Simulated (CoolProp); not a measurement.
Vapour-liquid equilibrium of CHF3 (R23) (1) + R13 (2) at 1370 kPa; x and y are mole fractions of (1).

The numbers come from the multi-fluid Helmholtz-energy mixture model, Penoncello 2003 and Platzer 1990; pair parameters Bell 2016 in CoolProp. This equation is an older, rougher fit; its heat capacities, sound speeds and derivatives of the liquid may be far off and weren't checked against measurements.

```tsv
x	bubble temperature, mixture model (°C)	bubble temperature, Raoult's law (°C)	y, mixture model	y, Raoult's law
0.05	-16.2	-14.1	0.097	0.061
0.2	-21.3	-15.3	0.300	0.236
0.35	-23.8	-16.4	0.432	0.398
0.5	-24.9	-17.4	0.536	0.551
0.65	-25.1	-18.4	0.636	0.695
0.8	-24.3	-19.4	0.754	0.830
0.95	-21.9	-20.3	0.923	0.959
```

The largest gap from Raoult's law is -7.5 K in bubble temperature, at x = 0.5. y crosses x between x = 0.5 and 0.65: the model has an azeotrope there.

The pair parameters rest on a limited set of measurements; away from them the model extrapolates.
